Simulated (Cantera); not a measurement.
What does this Cantera script print?

```python
import numpy as np
import cantera as ct

gas_names = """
    C CN CO CO2 C2 CCN CNC C2N2 C2O C3 C3O2 C4 C4N2 C5 Cu CuO Cu2 N NCO NO NO2 NO3 N2 N2O O O2 O3
""".split()
cond_names = """
    C(gr) Cu(cr) Cu(L) CuO(s) Cu2O(s) Cu2O(L)
""".split()


# ... load() reads the species with a 1 bar reference pressure and builds the phases ...
atoms = {
    'Cu': {'Cu': 1},
    'CO2': {'C': 1, 'O': 2},
    'N2': {'N': 2},
}
top_T = {'C(gr)': 4500, 'CuO(s)': 1390}  # K; cautious upper limits of use, not melting points


# ... equilibrate(T, P, feed) seeds the gas with the atoms and calls Mixture.equilibrate('TP', solver="vcs", rtol=1e-11, max_steps=5000) ...
results = []
feed = {'Cu': 1, 'CO2': 0.025, 'N2': 28}  # mol
T = 1698.15  # K
P = 560000  # Pa
mix = equilibrate(T, P, feed)
results.append((T, P, feed, dict(zip(mix.species_names, mix.species_moles))))
print(gas.report(threshold=0.001))
for i in range(1, mix.n_phases):
    print(f"{mix.phase(i).name:16s} {mix.phase_moles(i):12.5e} mol")
```

It prints:

```
       temperature   1698.2 K
          pressure   5.6e+05 Pa
           density   1.1117 kg/m^3
  mean mol. weight   28.029 kg/kmol
   phase of matter   gas

                          1 kg             1 kmol
                     ---------------   ---------------
          enthalpy        1.6056e+06        4.5005e+07  J
   internal energy        1.1019e+06        3.0886e+07  J
           entropy            8276.8        2.3199e+05  J/K
    Gibbs function        -1.245e+07       -3.4895e+08  J
 heat capacity c_p            1261.7             35363  J/K
 heat capacity c_v            965.02             27048  J/K

                      mass frac. Y      mole frac. X     chem. pot. / RT
                     ---------------   ---------------   ---------------
                N2           0.99853           0.99907            -24.68
     [  +26 minor]         0.0014691        0.00093327

C(gr)             0.00000e+00 mol
Cu(L)             9.99222e-01 mol
Cu2O(L)           0.00000e+00 mol
```

These are equilibrium values from Cantera (NASA tables, ideal gas, pure condensed phases), not measurements of a reactor.
